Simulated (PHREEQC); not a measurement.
## Arsenic or selenium liquor (model solution)

Make-up at 25 °C: 0.0055 mol Na2SeO3, 0.00027 mol NH3 and 0.25 mol FeCl3 per kg of water. Closed to the air; pH follows from the charge balance.

The numbers come from PHREEQC with the ion-association model, wateq4f.dat.

```json
{
 "pH": "1.99",
 "ionic_strength": "0.816 mol/kgw",
 "activity_of_water": "0.987",
 "total_alkalinity": "-500 meq/kg"
}
```

| species | molality | activity | log γ |
|---|---|---|---|
| Cl- | 0.511 | 0.312 | -0.214 |
| FeCl+2 | 0.142 | 0.0257 | -0.742 |
| FeCl2+ | 0.0471 | 0.0359 | -0.117 |
| Fe+3 | 0.0368 | 0.00273 | -1.130 |
| H+ | 0.0138 | 0.0103 | -0.126 |
| Na+ | 0.0110 | 0.00780 | -0.149 |
| FeOH+2 | 0.00931 | 0.00169 | -0.742 |
| Fe2(OH)2+4 | 0.00575 | 7.65e-5 | -1.876 |
| H2SeO3 | 0.00432 | 0.00522 | 0.082 |
| HSeO3- | 0.00118 | 0.000899 | -0.117 |
| FeCl3 | 0.000930 | 0.00112 | 0.082 |
| Fe3(OH)4+5 | 0.000727 | 8.53e-7 | -2.931 |
| NH4+ | 0.000270 | 0.000206 | -0.117 |

Precipitation was switched off in this run. Saturation is exceeded, for instance for Fe2(SeO3)3, Hematite (slow to form); the values hold only as long as no solid forms. Ionic strength above about 0.7 mol/kgw puts this run outside the model's range.
